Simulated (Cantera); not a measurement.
Input: 1 mol B₂O₃, 0.43 mol NH₃, 100 mol H₂, equilibrated at 1050 °C and 13.3 mbar.

Method: chemical equilibrium by Gibbs-energy minimisation in Cantera with the NASA 1993 tables (ideal gas, pure condensed phases). Candidate condensed phases: B, BN, B₂O₃, B₃O₃H₃, H₂O; 39 gas species. Mutual solubility and eutectic melting of coexisting phases are not modelled. The numbers say what is thermodynamically allowed, not how fast it happens.

Problem. What is the equilibrium state?

Solution. 
| Item | Value |
|---|---|
| x(H₂) | 0.997 |
| x(N₂) | 0.00201 |
| x(HBO₂) | 0.000555 |
| x(HBO) | 0.000346 |
| x(H₂O) | 0.000251 |
| x(B₂O₃) | 2.62e-5 |
| x(H) | 1.37e-5 |
| x(B₂O₂) | 1.54e-6 |
| n(BN(s)) | 0.0238 mol |
| n(B₂O₃(l)) | 0.940 mol |
| gas amount | 100.9 mol |
| log10 activity of B(s) (absent) | -3.01 |
| log10 activity of B₃O₃H₃(s) (absent) | -11.91 |
